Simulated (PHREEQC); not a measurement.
Consider water at 25 °C with 5.7 mmol/kgw HF and 0.21 mmol/kgw (CH3)4NF. Closed to the air; pH follows from the charge balance.

The numbers come from PHREEQC with the ion-association model, wateq4f.dat.

Each row changes one thing in this solution. This is a speciation only: nothing precipitates in the calculation.

```
case                                                  pH  ionic strength (mol/kgw)  HF (mol/kgw)  F- (mol/kgw)  H2F2 (mol/kgw)  HF2- (mol/kgw)
--------------------------------------------------  ----  ------------------------  ------------  ------------  --------------  --------------
as made                                             2.81                   0.00183       0.00397       0.00180         4.12e-5         2.74e-5
(CH3)4NF from 0.00021 to 4.2e-05 mol/kgw            2.79                   0.00172       0.00391       0.00170         3.99e-5         2.55e-5
HF from 0.0057 to 0.057 mol/kgw                     2.25                   0.00623        0.0413       0.00537         0.00444        0.000852
(CH3)4NF left out                                   2.79                   0.00170       0.00390       0.00167         3.96e-5         2.50e-5
(CH3)4NF replaced by Pb(BF4)2 at the same molality  2.79                   0.00234       0.00406       0.00174         4.30e-5         2.72e-5
```

Real BF4- forms and hydrolyses slowly; the run takes it at equilibrium.
